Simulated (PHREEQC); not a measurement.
A solution holds 0.98 mmol/kgw CdSO4, 0.046 mmol/kgw Na2SO4 and 0.0126 mmol/kgw MnSO4, at 25 °C. Closed to the air; pH follows from the charge balance.

Equilibrium calculation in PHREEQC: ion-association model, phreeqc.dat.

No solid was allowed to form.

Task: Estimate the pH.

Result: pH 6.61.

Task: In which forms is Cd present?

Result: Cd+2 86 %, CdSO4 13 % of the Cd.

Complexes and solids missing from the database can't appear.
